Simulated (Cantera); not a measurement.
An isothermal, constant-pressure homogeneous reactor starts with CH4 : H2 : N2 = 0.034 : 1 : 0.00012 (molar parts), at 2275 K and 20.0 Torr. Integrator tolerance rtol = 1e-08.

Detailed kinetics in Cantera: GRI-Mech 3.0 (53 species, 325 reactions). GRI-Mech 3.0 stops at C3 and has no aromatics, soot or wall deposition, so with more carbon than oxygen in the feed, carbon stays in small species such as C2H2 where larger ones or solid carbon would form. Radical loss at walls, strong at low pressure, is not modelled.

Problem. What does this change do: pressure from 20.0 Torr to 0.280 bar?

Solution. 
```csv
quantity,before,after
x(CH4) at 1.00 s,1.08e-5 (gas-phase equilibrium 1.08e-5),0.000121 (gas-phase equilibrium 0.000121)
x(H2) at 1.00 s,0.934 (gas-phase equilibrium 0.934),0.968 (gas-phase equilibrium 0.968)
x(CH2) at 1.00 s,8.86e-7 (gas-phase equilibrium 8.90e-7),9.13e-7 (gas-phase equilibrium 9.13e-7)
x(C2H) at 1.00 s,3.54e-5 (gas-phase equilibrium 3.52e-5),1.09e-5 (gas-phase equilibrium 1.08e-5)
x(H) at 1.00 s,0.0506 (gas-phase equilibrium 0.0506),0.0159 (gas-phase equilibrium 0.0159)
x(HCN) at 1.00 s,2.42e-7 (gas-phase equilibrium 0.000209),5.74e-7 (gas-phase equilibrium 0.000213)
```

Problem. What does this change do: temperature 2275 to 2948 K?

Solution. 
| quantity | before | after |
|---|---|---|
| x(CH4) at 1.00 s | 1.08e-5 (gas-phase equilibrium 1.08e-5) | 2.64e-7 (gas-phase equilibrium 2.65e-7) |
| x(H2) at 1.00 s | 0.934 (gas-phase equilibrium 0.934) | 0.439 (gas-phase equilibrium 0.439) |
| x(CH2) at 1.00 s | 8.86e-7 (gas-phase equilibrium 8.90e-7) | 1.19e-5 (gas-phase equilibrium 1.20e-5) |
| x(C2H) at 1.00 s | 3.54e-5 (gas-phase equilibrium 3.52e-5) | 0.00184 (gas-phase equilibrium 0.00183) |
| x(H) at 1.00 s | 0.0506 (gas-phase equilibrium 0.0506) | 0.549 (gas-phase equilibrium 0.549) |
| x(HCN) at 1.00 s | 2.42e-7 (gas-phase equilibrium 0.000209) | 0.000103 (gas-phase equilibrium 0.000142) |
